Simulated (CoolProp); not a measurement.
A simple Rankine cycle with R227EA: condensing at 293.15 K, boiler at 2.2 MPa, turbine inlet 376 K, turbine efficiency 0.9, pump efficiency 0.8, no recuperator. Each further row changes one setting.

Model: reference Helmholtz-energy equation of state, Lemmon 2016, in CoolProp.

```
case                             thermal efficiency (%)  net work (kJ/kg)  heat in (kJ/kg)  turbine exit temperature (K)  volume ratio over the turbine
-------------------------------  ----------------------  ----------------  ---------------  ----------------------------  -----------------------------
as stated                                          12.1              20.3              167                         329.7                           6.84
turbine inlet 396 K                                12.0              22.9              190                         353.0                           6.31
condensing temperature 285.15 K                    13.5              23.7              176                         324.5                           8.89
boiler pressure 1.54 MPa                           10.1              17.9              177                         343.3                           4.26
turbine efficiency 0.8                             10.7              17.8              167                         332.5                           6.92
```
